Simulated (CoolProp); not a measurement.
Vapour-liquid equilibrium of ethylbenzene (1) + o-xylene (2) at 487.8 K; x and y are mole fractions of (1).

Values from CoolProp's multi-fluid Helmholtz-energy mixture model, Zhou 2012 and Zhou 2012; pair parameters Bell 2016.

Give the bubble pressure and the first vapour's composition at x = 0.2, 0.35, 0.5. Is there an azeotrope?

x = 0.2: 498.0 kPa, y = 0.225; x = 0.35: 512.1 kPa, y = 0.385; x = 0.5: 526.2 kPa, y = 0.537. No azeotrope shows between x = 0.05 and 0.95.

The pair parameters rest on a limited set of measurements; away from them the model extrapolates.
